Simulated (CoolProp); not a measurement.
Methane along the isotherm -55.65 °C: density (kg/m³) from the reference equation and from simpler models built on Tc = -82.6 °C, pc = 45.99 bar, ω = 0.011; each cubic takes its own stable root.

Values from CoolProp's reference Helmholtz-energy equation of state, Setzmann 1991.

| p (bar) | phase | reference |
|---|---|---|
| 25.6 | gas | 26.25 |
| 51.1 | supercritical | 64.47 |
| 76.7 | supercritical | 131.7 |
| 102 | supercritical | 201.9 |
| 128 | supercritical | 237.8 |
| 153 | supercritical | 258.3 |
| 179 | supercritical | 273.3 |
| 204 | supercritical | 284.6 |
| 230 | supercritical | 294.2 |

Problem. How far does each simpler model (ideal gas, van der Waals, Soave-Redlich-Kwong, Peng-Robinson) lie from the reference over these 9 states: mean and median of the absolute difference, and the worst?

Solution. 
- ideal gas: mean 39.5 %, median 41.9 %, worst -55.2 % at -55.65 °C and 102 bar
- van der Waals: mean 12.1 %, median 16.1 %, worst -19.6 % at -55.65 °C and 230 bar
- Soave-Redlich-Kwong: mean 4.7 %, median 4.6 %, worst -8.9 % at -55.65 °C and 102 bar
- Peng-Robinson: mean 3.0 %, median 2.3 %, worst +6.1 % at -55.65 °C and 230 bar
